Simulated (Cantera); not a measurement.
A Cantera script and what it prints.

```python
import numpy as np
import cantera as ct

gas_names = """
    CL CL2 N N2 Si SiCL SiCL2 SiCL3 SiCL4 SiN Si2 Si2N Si3
""".split()
cond_names = """
    Si(cr) Si(L) Si3N4(a)
""".split()


# ... load() reads the species with a 1 bar reference pressure and builds the phases ...
atoms = {
    'Si2Cl6': {'Si': 2, 'CL': 6},
    'N2': {'N': 2},
}
top_T = {'Si3N4(a)': 2400}  # K; cautious upper limits of use, not melting points


# ... equilibrate(T, P, feed) seeds the gas with the atoms and calls Mixture.equilibrate('TP', solver="vcs", rtol=1e-11, max_steps=5000) ...
results = []
feed = {'Si2Cl6': 1, 'N2': 120}  # mol
P = 620  # Pa
for T in [1323, 1373, 1423, 1473, 1523, 1573, 1623, 1673]:
    mix = equilibrate(T, P, feed)
    results.append((T, P, feed, dict(zip(mix.species_names, mix.species_moles))))

top = {s: max(r[3][s] / sum(r[3][g] for g in gas_names) for r in results) for s in gas_names}
cols = sorted((s for s in top if top[s] > 1e-05), key=lambda s: -top[s])[:5]
seen = [c for c in cond_names if any(r[3].get(c, 0) > 1e-12 for r in results)]
print("log10 of partial pressures in bar; condensed amounts in mol")
print(f"{'T/K':>10s}" + "".join(f"{s[:9]:>10s}" for s in cols + seen))
for T, P, feed, n in results:
    ng = sum(n[g] for g in gas_names)
    print(f"{T:10.4g}" + "".join(f"{np.log10(max(n[s] / ng * P / 1e5, 1e-99)):10.3f}" for s in cols)
          + "".join(f"{n.get(c, 0):10.4g}" for c in seen))
```

It prints:

```
log10 of partial pressures in bar; condensed amounts in mol
       T/K        N2     SiCL2     SiCL4        CL     SiCL3  Si3N4(a)
      1323    -2.214    -4.539    -4.303    -7.087    -4.790   0.04565
      1373    -2.215    -4.384    -4.386    -6.678    -4.717         0
      1423    -2.215    -4.388    -4.395    -6.190    -4.690         0
      1473    -2.215    -4.388    -4.408    -5.739    -4.665         0
      1523    -2.215    -4.379    -4.431    -5.328    -4.643         0
      1573    -2.216    -4.353    -4.476    -4.964    -4.625         0
      1623    -2.216    -4.304    -4.561    -4.656    -4.617         0
      1673    -2.218    -4.235    -4.710    -4.413    -4.632         0
```

Method: chemical equilibrium by Gibbs-energy minimisation in Cantera with the NASA 1993 tables (ideal gas, pure condensed phases). The feed counts by its element totals alone. N2 is the only nitrogen source here; it is nearly inert below about 1500 K, so the nitride shown seldom forms there in practice. The tables' values for SiCl3 are old estimates; treat these amounts as uncertain.
